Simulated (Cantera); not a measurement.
A closed system holds: 1 mol Si, 1.8 mol HCl, 0.21 mol H₂, held at 1 atm.

Cantera equilibrium calculation (NASA polynomials, part measured and part estimated; ideal gas, pure solids and liquids). Candidate condensed phases: Si; 19 gas species. The tables' values for SiCl₃ are old estimates; treat these amounts as uncertain. The numbers say what is thermodynamically allowed, not how fast it happens.

log p: log10 of the partial pressure in bar; n: condensed amount in mol.

```
T (K)  log p H₂  log p SiCl₄  log p SiHCl₃  log p HCl  log p SiH₂Cl₂  log p SiCl₃  log p SiCl₂  n Si(s)
-----  --------  -----------  ------------  ---------  -------------  -----------  -----------  -------
625       -0.16        -0.66         -0.99      -4.15          -2.58        -6.03        -8.43    0.509
675       -0.16        -0.65         -1.00          ?          -2.55        -5.37            ?    0.510
725       -0.16        -0.65         -1.00      -3.32          -2.52        -4.81        -6.58    0.511
775       -0.16        -0.65         -1.01      -2.99          -2.49        -4.32        -5.83    0.512
825       -0.16        -0.65         -1.02      -2.70          -2.47        -3.89        -5.18    0.512
875       -0.16        -0.65         -1.03      -2.44          -2.45        -3.51        -4.61    0.514
925       -0.16        -0.65         -1.04          ?          -2.44        -3.17            ?    0.515
975       -0.17        -0.65         -1.05      -2.01          -2.43        -2.87        -3.64    0.516
```

Q: What belongs in the gaps?

A: 
- 925, log p HCl: -2.21
- 925, log p SiCl₂: -4.10
- 675, log p HCl: -3.70
- 675, log p SiCl₂: -7.43
